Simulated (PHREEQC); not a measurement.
Consider water at 40 °C with 11 mmol/kgw HF, 7.1 mmol/kgw NH4F, 2.4 mmol/kgw H2SiF6 and 0.044 mmol/kgw HCl. Closed to the air; pH follows from the charge balance.

All values are PHREEQC results (ion-association model, phreeqc.dat), not measurements.

**Question.** The ionic strength comes out as 0.0116 mol/kgw. What activity coefficients do HF2-, SiF6-2, H+, NH4+, F- get?

**Answer.** HF2- 0.89, SiF6-2 0.64, H+ 0.91, NH4+ 0.89, F- 0.89.

No solid was allowed to form. Away from 25 °C the constants follow the database's enthalpies or fits; those with neither stay at their 25 °C values. SiF6-2 is the database's only silicon fluoride.
